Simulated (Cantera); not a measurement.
Input: 1 mol SiO₂, 0.67 mol BCl₃, a varied amount of O₂, equilibrated at 502 °C and 1000 Pa.

These are equilibrium values from Cantera (NASA tables, ideal gas, pure condensed phases), not measurements of a reactor. Candidate condensed phases: B, B₂O₃, Si, SiO₂; 27 gas species. Condensed phases not in the tables: borates and borosilicate glass, alloys, solid solutions and most ternary compounds. Rates play no part.

### Question
What share of the Si ends up in condensed phases as a function of n(O₂) (mol), at 0.12, 0.23, 0.43, 0.83, 1.6, 3.1, 5.9, 11?

### Answer
```json
[
 {"n(O₂) (mol)": "0.12", "Si condensed (%)": "73.6", "as": "SiO₂(α-quartz)"},
 {"n(O₂) (mol)": "0.23", "Si condensed (%)": "82.0", "as": "SiO₂(α-quartz)"},
 {"n(O₂) (mol)": "0.43", "Si condensed (%)": "95.9", "as": "SiO₂(α-quartz)"},
 {"n(O₂) (mol)": "0.83", "Si condensed (%)": "100.0", "as": "SiO₂(α-quartz)"},
 {"n(O₂) (mol)": "1.6", "Si condensed (%)": "100.0", "as": "SiO₂(α-quartz)"},
 {"n(O₂) (mol)": "3.1", "Si condensed (%)": "100.0", "as": "SiO₂(α-quartz)"},
 {"n(O₂) (mol)": "5.9", "Si condensed (%)": "100.0", "as": "SiO₂(α-quartz)"},
 {"n(O₂) (mol)": "11", "Si condensed (%)": "100.0", "as": "SiO₂(α-quartz)"}
]
```
